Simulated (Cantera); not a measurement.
A freely propagating, adiabatic, planar premixed flame of CH4 : O2 : N2 = 1 : 2.6 : 9.77 (molar parts), equivalence ratio 0.77, unburnt at 525 K and 0.570 bar; mixture-averaged transport, grid criteria slope 0.08 and curve 0.16, no radiation.

Cantera simulation using GRI-Mech 3.0 (53 species, 325 reactions); the numbers are that mechanism's predictions, not measurements. Burning velocities carry a grid error of a few per cent, more on coarse grids.

How do the results move with these cheaper or finer settings: unity-Lewis-number transport; multicomponent transport; multicomponent+Soret transport; grid criteria slope 0.5, curve 1; grid criteria slope 0.25, curve 0.5; grid criteria slope 0.03, curve 0.06?


```csv
setting,laminar burning velocity,thermal thickness,peak x(C2H4),peak x(H2O2),grid points
as above,91.6 cm/s,0.638 mm,0.000226,1.10e-5,137
unity-Lewis-number transport,73.3 cm/s,0.675 mm,0.000165,5.72e-6,126
multicomponent transport,92.0 cm/s,0.645 mm,0.000232,1.08e-5,139
multicomponent+Soret transport,90.4 cm/s,0.647 mm,0.000224,1.09e-5,138
"grid criteria slope 0.5, curve 1",99.7 cm/s,0.702 mm,0.000221,1.12e-5,42
"grid criteria slope 0.25, curve 0.5",95.2 cm/s,0.658 mm,0.000226,1.11e-5,63
"grid criteria slope 0.03, curve 0.06",90.3 cm/s,0.634 mm,0.000228,1.08e-5,338
```
The base run took roughly 9 core-seconds.
Unity Lewis numbers drop preferential diffusion, which matters most where H2 and H carry the flame; Soret adds thermal diffusion.
